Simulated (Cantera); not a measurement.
An isothermal, constant-pressure homogeneous reactor starts with H2 : O2 : N2 = 0.13 : 1 : 1.8 (molar parts), at 1373 K and 970 Pa.

Computed with Cantera and GRI-Mech 3.0 (53 species, 325 reactions). Radical loss at walls, strong at low pressure, is not modelled. The temperature is held fixed by assumption; the heat of reaction is taken as removed at once.

x: mole fraction; the columns are a selection and need not sum to one.

```csv
t (s),x H2,x O2,x H2O2,x HO2,x N2O
2.00e-5,0.0444,0.341,<1e-12,___,<1e-12
0.000129,0.0444,0.341,1.42e-11,___,<1e-12
0.000832,0.0444,0.341,5.27e-10,___,<1e-12
0.00537,0.00148,0.308,2.97e-8,7.65e-7,2.59e-9
0.0346,0.00132,0.310,2.95e-8,7.53e-7,4.48e-9
0.223,0.000684,0.318,2.69e-8,___,5.98e-9
1.44,5.88e-5,0.325,9.81e-9,___,1.24e-8
9.30,2.45e-6,0.326,1.29e-9,___,1.48e-8
60.0,2.88e-7,0.326,2.65e-10,2.00e-8,4.98e-9
```

Problem. Fill in the missing entries.

Solution. 
- 2.00e-5, x HO2: 3.52e-9
- 0.000129, x HO2: 2.27e-8
- 0.000832, x HO2: 1.47e-7
- 0.223, x HO2: 6.51e-7
- 1.44, x HO2: 1.99e-7
- 9.30, x HO2: 2.17e-8
